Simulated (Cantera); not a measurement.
An isothermal, constant-pressure homogeneous reactor starts with 1.04 % C2H6, 99.0 % N2, at 1423 K and 0.510 bar.

Cantera simulation using GRI-Mech 3.0 (53 species, 325 reactions); the numbers are that mechanism's predictions, not measurements. GRI-Mech 3.0 stops at C3 and has no aromatics, soot or wall deposition, so with more carbon than oxygen in the feed, carbon stays in small species such as C2H2 where larger ones or solid carbon would form.

x: mole fraction; the columns are a selection and need not sum to one.

| t (s) | x C2H6 | x HCN | x CH2 | x CH3 | x C2H2 | x C2H4 |
|---|---|---|---|---|---|---|
| 3.00e-5 | 0.0104 | <1e-12 | 5.33e-9 | 7.11e-5 | 1.99e-10 | 3.92e-6 |
| 0.000126 | 0.0101 | 4.44e-9 | 1.65e-7 | 0.000230 | ___ | 0.000201 |
| 0.000527 | 0.00770 | 8.79e-8 | 3.54e-7 | 0.000309 | ___ | 0.00224 |
| 0.00221 | 0.00196 | 1.89e-7 | 1.99e-7 | 0.000151 | ___ | 0.00610 |
| 0.00924 | 4.75e-5 | 2.23e-7 | 9.07e-9 | 2.23e-5 | ___ | 0.00402 |
| 0.0387 | 1.33e-6 | 2.23e-7 | 3.40e-10 | 4.25e-6 | ___ | 0.00209 |
| 0.162 | 3.75e-7 | 2.23e-7 | 1.23e-10 | 2.57e-6 | 0.00855 | 0.000683 |
| 0.680 | 3.31e-7 | 2.23e-7 | 1.16e-10 | 2.49e-6 | 0.00918 | 6.03e-5 |
| 2.85 | 3.03e-7 | 2.23e-7 | 1.12e-10 | 2.38e-6 | 0.00923 | 5.46e-5 |
| 11.9 | 2.17e-7 | 2.25e-7 | 9.53e-11 | 2.02e-6 | 0.00937 | 5.61e-5 |
| 50.0 | 8.15e-8 | 2.32e-7 | 5.93e-11 | 1.23e-6 | 0.00968 | 5.98e-5 |

Problem. What belongs in the gaps?

Solution. 
- 0.000126, x C2H2: 4.48e-7
- 0.000527, x C2H2: 7.27e-5
- 0.00221, x C2H2: 0.00144
- 0.00924, x C2H2: 0.00520
- 0.0387, x C2H2: 0.00716
